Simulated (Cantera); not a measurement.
# Premixed flame

A freely propagating, adiabatic, planar premixed flame of 21.7 % H2, 16.4 % O2, 61.8 % N2, equivalence ratio 0.66, unburnt at 523 K and 5.80 bar; mixture-averaged transport, grid criteria slope 0.08 and curve 0.16, no radiation.

Cantera simulation using the H2/O2 subset of GRI-Mech 3.0, which has no nitrogen chemistry; the numbers are that mechanism's predictions, not measurements. The hydrogen kinetics of GRI-Mech 3.0 are dated; newer H2 mechanisms differ, most at raised pressure. Burning velocities carry a grid error of a few per cent, more on coarse grids. Lean hydrogen flames are cellular in practice and burn faster than this planar one.

```json
[
 {"z (mm)": "-0.157", "T (K)": "523", "u (m/s)": "2.00", "x H2": "0.216", "x O2": "0.165", "x H": "<1e-8", "x OH": "<1e-8", "x H2O2": "<1e-8", "x HO2": "2.46e-8"},
 {"z (mm)": "-0.105", "T (K)": "524", "u (m/s)": "1.99", "x H2": "0.213", "x O2": "0.165", "x H": "<1e-8", "x OH": "<1e-8", "x H2O2": "1.04e-7", "x HO2": "4.35e-7"},
 {"z (mm)": "-0.0787", "T (K)": "526", "u (m/s)": "1.99", "x H2": "0.208", "x O2": "0.166", "x H": "<1e-8", "x OH": "<1e-8", "x H2O2": "7.39e-7", "x HO2": "3.06e-6"},
 {"z (mm)": "-0.0525", "T (K)": "541", "u (m/s)": "2.01", "x H2": "0.193", "x O2": "0.169", "x H": "<1e-8", "x OH": "1.01e-8", "x H2O2": "6.73e-6", "x HO2": "2.85e-5"},
 {"z (mm)": "-0.0262", "T (K)": "703", "u (m/s)": "2.50", "x H2": "0.144", "x O2": "0.170", "x H": "2.50e-5", "x OH": "3.90e-5", "x H2O2": "0.000106", "x HO2": "0.000636"},
 {"z (mm)": "-0.0131", "T (K)": "1020", "u (m/s)": "3.55", "x H2": "0.101", "x O2": "0.153", "x H": "0.000851", "x OH": "0.000634", "x H2O2": "0.000145", "x HO2": "0.000784"},
 {"z (mm)": "0", "T (K)": "1391", "u (m/s)": "4.79", "x H2": "0.0566", "x O2": "0.121", "x H": "0.00385", "x OH": "0.00254", "x H2O2": "3.03e-5", "x HO2": "0.000432"},
 {"z (mm)": "0.0131", "T (K)": "1648", "u (m/s)": "5.66", "x H2": "0.0268", "x O2": "0.0920", "x H": "0.00568", "x OH": "0.00588", "x H2O2": "5.61e-6", "x HO2": "0.000235"},
 {"z (mm)": "0.0262", "T (K)": "1796", "u (m/s)": "6.16", "x H2": "0.0136", "x O2": "0.0772", "x H": "0.00495", "x OH": "0.00833", "x H2O2": "3.45e-6", "x HO2": "0.000140"},
 {"z (mm)": "0.0525", "T (K)": "1935", "u (m/s)": "6.62", "x H2": "0.00607", "x O2": "0.0690", "x H": "0.00249", "x OH": "0.00906", "x H2O2": "2.07e-6", "x HO2": "6.77e-5"},
 {"z (mm)": "0.105", "T (K)": "2027", "u (m/s)": "6.91", "x H2": "0.00259", "x O2": "0.0670", "x H": "0.000701", "x OH": "0.00696", "x H2O2": "1.18e-6", "x HO2": "2.71e-5"},
 {"z (mm)": "0.210", "T (K)": "2069", "u (m/s)": "7.04", "x H2": "0.000889", "x O2": "0.0669", "x H": "0.000139", "x OH": "0.00437", "x H2O2": "6.51e-7", "x HO2": "9.97e-6"},
 {"z (mm)": "0.420", "T (K)": "2084", "u (m/s)": "7.08", "x H2": "0.000332", "x O2": "0.0672", "x H": "3.36e-5", "x OH": "0.00282", "x H2O2": "4.18e-7", "x HO2": "5.03e-6"}
]
```
x: mole fraction of selected species; z is measured from the peak of heat release.

```yaml
laminar_burning_velocity: 200 cm/s
thermal_thickness: 0.0525 mm
peak x(H): 0.00570
peak x(OH): 0.00920
peak x(H2O2): 0.000154
peak x(HO2): 0.000882
```
